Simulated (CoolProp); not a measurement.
Model: reference Helmholtz-energy equation of state, Schroeder 2014, in CoolProp.

Task: For ethanol, give the phase and the density (kg/m³), conductivity (mW/(m K)), Prandtl number at 244.35 °C and 10.4 bar; 244.35 °C and 20.9 bar; 244.35 °C and 24.4 bar.

Result: 
- 244.35 °C and 10.4 bar: gas; density 11.7, conductivity 42.1, Prandtl number 0.845
- 244.35 °C and 20.9 bar: gas; density 25.0, conductivity 44.8, Prandtl number 0.893
- 244.35 °C and 24.4 bar: gas; density 29.9, conductivity 45.8, Prandtl number 0.913

Viscosity comes from a separate model (Kiselev 2005). Thermal conductivity comes from a separate model (Assael 2013).
